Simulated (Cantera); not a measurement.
Equilibrium for carbothermic reduction: TiO2 + CH4 + CO

A closed system holds: 1 mol TiO2, 0.37 mol CH4, 0.6 mol CO, held at 1675 K and 1100 Pa.

Cantera equilibrium calculation (NASA polynomials, part measured and part estimated; ideal gas, pure solids and liquids). Candidate condensed phases: C, C6H6, C7H8, C8H18, H2O, Ti, TiC, TiO, TiO2, Ti2O3, Ti3O5, Ti4O7; 113 gas species. Mutual solubility and eutectic melting of coexisting phases are not modelled. Rates play no part.

| Property | Value |
|---|---|
| x(CO) | 0.567 |
| x(H2) | 0.432 |
| x(H) | 0.000727 |
| x(H2O) | 0.000393 |
| x(CO2) | 0.000156 |
| n(Ti2O3(s)) | 0.113 mol |
| n(Ti3O5(s)) | 0.258 mol |
| gas amount | 1.711 mol |
| log10 activity of Ti4O7(s) (absent) | -0.42 |
| log10 activity of C(graphite) (absent) | -2.42 |
| log10 activity of Ti(β) (absent) | -4.89 |
